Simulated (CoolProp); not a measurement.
Octamethyltrisiloxane (MDM) along the isotherm 575 K: Z from the reference equation and from simpler models built on Tc = 565.4 K, pc = 14.38 bar, ω = 0.528; each cubic takes its own stable root.

Model: reference Helmholtz-energy equation of state, Thol 2017, in CoolProp.

```json
[
 {"p (bar)": "0.227", "phase": "gas", "reference": "0.9951", "Redlich-Kwong": "0.9949", "Soave-Redlich-Kwong": "0.9949", "Peng-Robinson": "0.9943"},
 {"p (bar)": "0.367", "phase": "gas", "reference": "0.9920", "Redlich-Kwong": "0.9917", "Soave-Redlich-Kwong": "0.9918", "Peng-Robinson": "0.9908"},
 {"p (bar)": "0.593", "phase": "gas", "reference": "0.9870", "Redlich-Kwong": "0.9865", "Soave-Redlich-Kwong": "0.9867", "Peng-Robinson": "0.9852"},
 {"p (bar)": "0.958", "phase": "gas", "reference": "0.9789", "Redlich-Kwong": "0.9781", "Soave-Redlich-Kwong": "0.9784", "Peng-Robinson": "0.9759"},
 {"p (bar)": "1.55", "phase": "gas", "reference": "0.9654", "Redlich-Kwong": "0.9642", "Soave-Redlich-Kwong": "0.9648", "Peng-Robinson": "0.9608"},
 {"p (bar)": "2.5", "phase": "gas", "reference": "0.9432", "Redlich-Kwong": "0.9415", "Soave-Redlich-Kwong": "0.9425", "Peng-Robinson": "0.9360"},
 {"p (bar)": "4.04", "phase": "gas", "reference": "0.9054", "Redlich-Kwong": "0.9030", "Soave-Redlich-Kwong": "0.9048", "Peng-Robinson": "0.8945"},
 {"p (bar)": "6.53", "phase": "gas", "reference": "0.8380", "Redlich-Kwong": "0.8357", "Soave-Redlich-Kwong": "0.8390", "Peng-Robinson": "0.8230"},
 {"p (bar)": "10.6", "phase": "gas", "reference": "0.7031", "Redlich-Kwong": "0.7039", "Soave-Redlich-Kwong": "0.7118", "Peng-Robinson": "0.6874"},
 {"p (bar)": "17", "phase": "supercritical", "reference": "0.2688", "Redlich-Kwong": "0.2933", "Soave-Redlich-Kwong": "0.3271", "Peng-Robinson": "0.3033"},
 {"p (bar)": "27.5", "phase": "supercritical", "reference": "0.3049", "Redlich-Kwong": "0.3475", "Soave-Redlich-Kwong": "0.3549", "Peng-Robinson": "0.3210"},
 {"p (bar)": "44.5", "phase": "supercritical", "reference": "0.4446", "Redlich-Kwong": "0.4880", "Soave-Redlich-Kwong": "0.4936", "Peng-Robinson": "0.4446"},
 {"p (bar)": "71.9", "phase": "supercritical", "reference": "0.6646", "Redlich-Kwong": "0.7072", "Soave-Redlich-Kwong": "0.7121", "Peng-Robinson": "0.6405"}
]
```
